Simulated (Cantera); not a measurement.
Equilibrium for silicon nitride deposition: SiHCl₃ + NH₃ + N₂

Input: 1 mol SiHCl₃, 4.5 mol NH₃, 6.2 mol N₂, equilibrated at 133 Pa.

These are equilibrium values from Cantera (NASA tables, ideal gas, pure condensed phases), not measurements of a reactor. Candidate condensed phases: NH₄Cl, Si, Si₃N₄; 28 gas species. The tables' values for SiCl₃ are old estimates; treat these amounts as uncertain. The numbers say what is thermodynamically allowed, not how fast it happens.

| T (°C) | x N₂ | x H₂ | x HCl | x SiCl₂ | x SiCl₄ | n Si₃N₄(s) |
|---|---|---|---|---|---|---|
| 527 | 0.472 | 0.350 | 0.177 | 4.47e-10 | 0.00122 | 0.327 |
| 577 | 0.472 | 0.350 | 0.178 | 4.78e-9 | 0.000921 | 0.328 |
| 627 | 0.471 | 0.349 | 0.179 | 3.91e-8 | 0.000716 | 0.329 |
| 677 | 0.471 | 0.349 | 0.179 | 2.56e-7 | 0.000572 | 0.330 |
| 727 | 0.471 | 0.349 | 0.180 | 1.38e-6 | 0.000467 | 0.331 |
| 777 | 0.471 | 0.349 | 0.180 | 6.32e-6 | 0.000389 | 0.331 |
| 827 | 0.471 | 0.349 | 0.180 | 2.52e-5 | 0.000330 | 0.331 |
| 877 | 0.471 | 0.349 | 0.180 | 8.84e-5 | 0.000282 | 0.331 |
| 927 | 0.471 | 0.349 | 0.180 | 0.000278 | 0.000243 | 0.330 |
| 977 | 0.471 | 0.349 | 0.178 | 0.000787 | 0.000208 | 0.327 |
| 1027 | 0.472 | 0.350 | 0.176 | 0.00201 | 0.000173 | 0.320 |
| 1077 | 0.473 | 0.352 | 0.170 | 0.00460 | 0.000134 | 0.305 |
| 1127 | 0.474 | 0.356 | 0.160 | 0.00924 | 9.31e-5 | 0.279 |
x: gas mole fraction; n: condensed amount in mol.

From 527 °C to 1127 °C the condensed part is Si₃N₄(s). The main Si-bearing gas is SiCl₄ at 527 °C and SiCl₂ at 1127 °C. The share of Si in condensed phases is highest at 827 °C (99.4 %) and lowest at 1127 °C (83.7 %).
